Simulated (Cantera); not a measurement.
# Premixed flame

A freely propagating, adiabatic, planar premixed flame of CH4 : O2 : N2 : H2O : H2 = 1 : 2.56 : 9.64 : 0.35 : 0.23 (molar parts), equivalence ratio 0.83, unburnt at 700 K and 4130 Torr; mixture-averaged transport, grid criteria slope 0.08 and curve 0.16, no radiation.

Model: GRI-Mech 3.0 (53 species, 325 reactions), integrated in Cantera. Burning velocities carry a grid error of a few per cent, more on coarse grids.

```tsv
z (mm)	T (K)	u (m/s)	x CH4	x O2	x H2O	x H	x NO	x C2H4
-0.280	701	0.854	0.0725	0.186	0.0256	<1e-8	<1e-8	6.94e-8
-0.187	706	0.861	0.0722	0.185	0.0267	<1e-8	<1e-8	1.11e-6
-0.140	721	0.879	0.0712	0.185	0.0292	<1e-8	3.42e-8	4.63e-6
-0.0933	791	0.966	0.0668	0.179	0.0396	6.26e-8	2.06e-7	3.04e-5
-0.0467	1126	1.38	0.0467	0.150	0.0800	1.66e-5	1.86e-6	0.000234
-0.0233	1479	1.83	0.0254	0.114	0.118	0.000187	4.55e-6	0.000443
0	1836	2.27	0.00551	0.0735	0.155	0.00113	8.98e-6	0.000219
0.0233	2004	2.47	0.000293	0.0510	0.170	0.00192	1.45e-5	7.49e-6
0.0467	2078	2.55	8.68e-6	0.0435	0.174	0.00176	1.89e-5	8.23e-8
0.0933	2161	2.64	1.45e-8	0.0386	0.177	0.00110	2.51e-5	<1e-8
0.187	2231	2.71	<1e-8	0.0355	0.182	0.000469	3.37e-5	<1e-8
0.373	2270	2.76	<1e-8	0.0340	0.184	0.000190	4.48e-5	<1e-8
0.747	2283	2.77	<1e-8	0.0336	0.185	0.000119	6.11e-5	<1e-8
```
x: mole fraction of selected species; z is measured from the peak of heat release.

```yaml
laminar_burning_velocity: 85.4 cm/s
thermal_thickness: 0.0933 mm
peak x(H): 0.00194
peak x(C2H4): 0.000455
grid_points: 138
```
